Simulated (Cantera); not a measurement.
Input: 1 mol Al(CH₃)₃, 1.3 mol N₂, 1.6 mol H₂, equilibrated at 0.0100 bar.

These are equilibrium values from Cantera (NASA tables, ideal gas, pure condensed phases), not measurements of a reactor. Candidate condensed phases: Al, AlN, C, C₆H₆, C₇H₈, C₈H₁₈; 97 gas species. The feed counts by its element totals alone. The numbers say what is thermodynamically allowed, not how fast it happens.

Problem. At 1400 K, list the 4 most abundant gas species with their mole fractions, and the condensed phases.

Solution. H₂ 0.884, N₂ 0.116, HCN 0.000159, H 4.57e-5. Condensed: AlN(s) + C(graphite).
